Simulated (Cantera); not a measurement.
A closed system holds: 1 mol CH3Cl, a varied amount of Si, 0.6 mol H2, at 1750 °C and 12.0 Torr.

Cantera equilibrium calculation (NASA polynomials, part measured and part estimated; ideal gas, pure solids and liquids). Candidate condensed phases: C, C6H6, C7H8, C8H18, Si, SiC; 109 gas species. The tables' values for SiCl, SiCl3 are old estimates; treat these amounts as uncertain. Rates play no part.

### Question
At 0.24 mol Si, list the 4 most abundant gas species with their mole fractions, and the condensed phases.

### Answer
H2 0.630, HCl 0.328, SiCl2 0.0238, H 0.0119. Condensed: C(graphite) + SiC(s).
